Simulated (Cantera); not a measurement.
A Cantera script and what it prints.

```python
import numpy as np
import cantera as ct

gas_names = """
    CL CL2 H HCL H2 N NH NH2 NH3 N2 N2H2 N2H4 Si SiCL SiCL2 SiCL3 SiCL4 SiH SiHCL3 SiH2 SiH2CL2 SiH3
    SiH3CL SiH4 SiN Si2 Si2N Si3
""".split()
cond_names = """
    NH4CL(a) NH4CL(b) Si(cr) Si(L) Si3N4(a)
""".split()


# ... load() reads the species with a 1 bar reference pressure and builds the phases ...
atoms = {
    'SiHCl3': {'Si': 1, 'H': 1, 'CL': 3},
    'NH3': {'N': 1, 'H': 3},
    'N2': {'N': 2},
}
top_T = {'Si3N4(a)': 2400}  # K; cautious upper limits of use, not melting points


# ... equilibrate(T, P, feed) seeds the gas with the atoms and calls Mixture.equilibrate('TP', solver="vcs", rtol=1e-11, max_steps=5000) ...
results = []
P = 190  # Pa
for T in [1473, 1523, 1573, 1623, 1673, 1723, 1773, 1823, 1873]:
    for m in [12, 15, 19, 24, 29, 36, 45, 56]:
        feed = {'SiHCl3': 1, 'NH3': 12, 'N2': m}  # mol
        mix = equilibrate(T, P, feed)
        results.append((T, P, feed, dict(zip(mix.species_names, mix.species_moles))))

for T, P, feed, n in results:
    print(f"{T:7g} {feed['N2']:10.4g}  " + (" + ".join(c for c in cond_names if n.get(c, 0) > 1e-12) or "gas only"))
```

Result:

```
   1473         12  Si3N4(a)
   1473         15  Si3N4(a)
   1473         19  Si3N4(a)
   1473         24  Si3N4(a)
   1473         29  Si3N4(a)
   1473         36  Si3N4(a)
   1473         45  Si3N4(a)
   1473         56  Si3N4(a)
   1523         12  Si3N4(a)
   1523         15  Si3N4(a)
   1523         19  Si3N4(a)
   1523         24  Si3N4(a)
   1523         29  Si3N4(a)
   1523         36  Si3N4(a)
   1523         45  Si3N4(a)
   1523         56  Si3N4(a)
   1573         12  Si3N4(a)
   1573         15  Si3N4(a)
   1573         19  Si3N4(a)
   1573         24  Si3N4(a)
   1573         29  Si3N4(a)
   1573         36  Si3N4(a)
   1573         45  Si3N4(a)
   1573         56  Si3N4(a)
   1623         12  Si3N4(a)
   1623         15  Si3N4(a)
   1623         19  Si3N4(a)
   1623         24  Si3N4(a)
   1623         29  Si3N4(a)
   1623         36  Si3N4(a)
   1623         45  Si3N4(a)
   1623         56  Si3N4(a)
   1673         12  Si(cr)
   1673         15  Si(cr)
   1673         19  Si3N4(a)
   1673         24  Si3N4(a)
   1673         29  Si3N4(a)
   1673         36  Si3N4(a)
   1673         45  Si3N4(a)
   1673         56  Si3N4(a)
   1723         12  Si(L)
   1723         15  Si(L)
   1723         19  Si(L)
   1723         24  Si(L)
   1723         29  Si(L)
   1723         36  Si(L)
   1723         45  Si(L)
   1723         56  Si(L)
   1773         12  Si(L)
   1773         15  Si(L)
   1773         19  Si(L)
   1773         24  Si(L)
   1773         29  Si(L)
   1773         36  Si(L)
   1773         45  Si(L)
   1773         56  Si(L)
   1823         12  Si(L)
   1823         15  Si(L)
   1823         19  Si(L)
   1823         24  Si(L)
   1823         29  Si(L)
   1823         36  Si(L)
   1823         45  Si(L)
   1823         56  Si(L)
   1873         12  Si(L)
   1873         15  Si(L)
   1873         19  Si(L)
   1873         24  Si(L)
   1873         29  Si(L)
   1873         36  Si(L)
   1873         45  Si(L)
   1873         56  gas only
```

These are equilibrium values from Cantera (NASA tables, ideal gas, pure condensed phases), not measurements of a reactor. The tables' values for SiCl3 are old estimates.
